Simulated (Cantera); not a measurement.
An adiabatic, constant-pressure homogeneous reactor starts with CO : H₂ : CH₄ : O₂ : N₂ = 1 : 1.2 : 0.07 : 1.38 : 5.18 (molar parts), equivalence ratio 0.90, at 1448 K and 578 Torr. Integrator tolerance rtol = 1e-08.

Detailed kinetics in Cantera: GRI-Mech 3.0 (53 species, 325 reactions).

### Question
What does this change do: initial temperature 1448 to 1400 K?

### Answer
```
quantity                                                              before                                      after
---------------------------------  -----------------------------------------  -----------------------------------------
time of steepest temperature rise                                    25.5 µs                                    30.5 µs
temperature at 5.00 s                                                 2721 K                                     2706 K
equilibrium temperature                                               2721 K                                     2706 K
x(CO) at 5.00 s                        0.0520 (gas-phase equilibrium 0.0520)      0.0502 (gas-phase equilibrium 0.0502)
x(H₂) at 5.00 s                        0.0132 (gas-phase equilibrium 0.0132)      0.0126 (gas-phase equilibrium 0.0126)
x(CH₄) at 5.00 s                       <1e-12 (gas-phase equilibrium <1e-12)      <1e-12 (gas-phase equilibrium <1e-12)
x(HCN) at 5.00 s                   7.27e-10 (gas-phase equilibrium 7.27e-10)  6.53e-10 (gas-phase equilibrium 6.53e-10)
x(C₂H) at 5.00 s                       <1e-12 (gas-phase equilibrium <1e-12)      <1e-12 (gas-phase equilibrium <1e-12)
x(CH₂) at 5.00 s                       <1e-12 (gas-phase equilibrium <1e-12)      <1e-12 (gas-phase equilibrium <1e-12)
x(NO₂) at 5.00 s                     3.18e-6 (gas-phase equilibrium 3.18e-6)    3.11e-6 (gas-phase equilibrium 3.11e-6)
```
